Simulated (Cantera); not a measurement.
Cantera run:

```python
import numpy as np
import cantera as ct

gas_names = """
    O B2O2
""".split()
cond_names = """
    B(b) B(L)
""".split()


# ... load() reads the species with a 1 bar reference pressure and builds the phases ...
species = {s.name: s for s in load("nasa_gas.yaml", gas_names) + load("nasa_condensed.yaml", cond_names)}
# Each term lists the table entries of one substance; the one whose range holds T is used.
reactions = {
    '2 O(g) + 2 B = B2O2(g)':
        [(-2, ['O']), (-2, ['B(b)', 'B(L)']), (1, ['B2O2'])],
}


def pick(names, T):
    return next(species[n] for n in names if species[n].thermo.min_temp <= T <= species[n].thermo.max_temp)


results = []
for label, terms in reactions.items():
    print(label)
    print("     T/K   dH/kJ  dS/(J/K)   dG/kJ   log10 K")
    for T in [300, 1975, 2025, 2075, 2125, 2175, 2225, 2275, 2325, 2375, 2425, 2475]:
        used = [(nu, pick(names, T)) for nu, names in terms]
        dH = sum(nu * s.thermo.h(T) for nu, s in used) / 1e6
        dS = sum(nu * s.thermo.s(T) for nu, s in used) / 1e3
        dG = dH - T * dS / 1e3
        logK = -dG * 1e6 / (ct.gas_constant * T * np.log(10))
        results.append((label, T, dH, dS, dG, logK, [s.name for _, s in used]))
        print(f"{T:8g} {dH:8.1f} {dS:8.1f} {dG:8.1f} {logK:8.2f}")
```

Result:

```
2 O(g) + 2 B = B2O2(g)
     T/K   dH/kJ  dS/(J/K)   dG/kJ   log10 K
     300   -954.4    -91.2   -927.0   161.41
    1975   -978.0   -116.5   -747.8    19.78
    2025   -978.8   -116.9   -742.0    19.14
    2075   -979.6   -117.3   -736.2    18.53
    2125   -980.5   -117.7   -730.3    17.95
    2175   -981.3   -118.1   -724.4    17.40
    2225   -982.1   -118.5   -718.5    16.87
    2275   -983.0   -118.9   -712.5    16.36
    2325   -983.9   -119.3   -706.6    15.87
    2375  -1085.2   -162.4   -699.5    15.38
    2425  -1086.2   -162.8   -691.4    14.89
    2475  -1087.2   -163.2   -683.3    14.42
```

Source: NASA polynomial tables (part measured, part estimated), evaluated in Cantera. Condensed species are held in their standard states even where they would react or evaporate.
